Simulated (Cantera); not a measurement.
A freely propagating, adiabatic, planar premixed flame of CH4 : O2 : N2 = 1 : 2.22 : 8.36 (molar parts), unburnt at 300 K and 300 Torr; mixture-averaged transport, grid criteria slope 0.08 and curve 0.16, no radiation.

Computed with Cantera and GRI-Mech 3.0 (53 species, 325 reactions). Burning velocities carry a grid error of a few per cent, more on coarse grids.

Question: What does this change do: inlet temperature 300 to 375 K?

Answer: 
```tsv
quantity	before	after
laminar burning velocity	45.7 cm/s	65.5 cm/s
thermal thickness	0.957 mm	0.890 mm
peak x(CH3)	0.00175	0.00197
peak x(C2H2)	3.94e-5	4.67e-5
peak x(CO)	0.0431	0.0451
```

Question: What does this change do: inlet temperature 300 to 475 K?

Answer: 
```tsv
quantity	before	after
laminar burning velocity	45.7 cm/s	98.6 cm/s
thermal thickness	0.957 mm	0.817 mm
peak x(CH3)	0.00175	0.00230
peak x(C2H2)	3.94e-5	5.82e-5
peak x(CO)	0.0431	0.0476
```
